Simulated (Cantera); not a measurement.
An isothermal, constant-pressure homogeneous reactor starts with NH₃ : N₂ = 1 : 1 (molar parts), at 1850 K and 11000 Pa.

Model: the gas-phase N/H chemistry of the illustrative SiF4/NH3 mechanism in the Surface Chemkin manual (1991), integrated in Cantera. Walls and surfaces, which speed up NH3 decomposition in real reactors, are not modelled.

One state of this run: x NH₃ = 0.438; x H₂ = 0.0614; x N = 1.43e-7; x N₂H₂ = 1.82e-6; x NH = 4.31e-6. x: mole fraction; the columns are a selection and need not sum to one.

Problem. Which value of t (s) does it belong to?
A) 0.147
B) 0.0228
C) 0.954
D) 1.29e-5

Solution. A, 0.147
